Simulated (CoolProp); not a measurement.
Vapour-liquid equilibrium of R125 (1) + R1234yf (2) at 224.6 K; x and y are mole fractions of (1).

Computed with CoolProp (multi-fluid Helmholtz-energy mixture model, Lemmon 2005 and Lemmon 2022; pair parameters Bell 2023).

```
x     bubble pressure (bar)  y at the bubble point  dew pressure at overall composition x (bar)  liquid density (mol/L)
----  ---------------------  ---------------------  -------------------------------------------  ----------------------
0.05                 0.4325                  0.114                                       0.4151                   11.58
0.15                 0.4921                  0.300                                       0.4428                   11.67
0.25                 0.5512                  0.446                                       0.4744                   11.76
0.35                 0.6098                  0.564                                       0.5108                   11.86
0.45                 0.6682                  0.661                                       0.5529                   11.96
0.55                 0.7265                  0.743                                       0.6023                   12.07
0.65                 0.7848                  0.814                                       0.6609                   12.18
0.75                 0.8433                  0.876                                       0.7315                   12.30
0.85                 0.9020                  0.930                                       0.8179                   12.42
0.95                 0.9609                  0.978                                       0.9258                   12.56
```

No azeotrope shows between x = 0.05 and 0.95.

Pair parameters are fitted to limited data, so mixtures are less certain than the pure fluids.
